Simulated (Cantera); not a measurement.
A Cantera script and its output.

```python
import numpy as np
import cantera as ct

gas = ct.Solution("gri30.yaml")


def delay(T, t_max=10):
    gas.TPX = T, 340000, {'CH4': 1, 'O2': 2.06, 'N2': 7.75}
    reactor = ct.IdealGasReactor(gas, clone=False)
    net = ct.ReactorNet([reactor])
    net.rtol, net.atol = 1e-8, 1e-16
    while net.time < t_max:
        t_old, T_old = net.time, reactor.T
        net.step()
        if reactor.T > T + 400:  # ignition: a rise of 400 K
            return t_old + (T + 400 - T_old) / (reactor.T - T_old) * (net.time - t_old)
    return np.nan


taus = []
for T in [1050, 1150, 1250, 1350, 1450, 1550, 1650, 1750, 1850]:
    taus.append(delay(T))
    print(f"T0 = {T:6g} K   tau = {taus[-1]:.4e} s")
```

Output:

```
T0 =   1050 K   tau = 1.2113e-01 s
T0 =   1150 K   tau = 2.7632e-02 s
T0 =   1250 K   tau = 7.2484e-03 s
T0 =   1350 K   tau = 2.1474e-03 s
T0 =   1450 K   tau = 7.0964e-04 s
T0 =   1550 K   tau = 2.6133e-04 s
T0 =   1650 K   tau = 1.0811e-04 s
T0 =   1750 K   tau = 5.0287e-05 s
T0 =   1850 K   tau = 2.5991e-05 s
```

Cantera simulation using GRI-Mech 3.0 (53 species, 325 reactions); the numbers are that mechanism's predictions, not measurements.
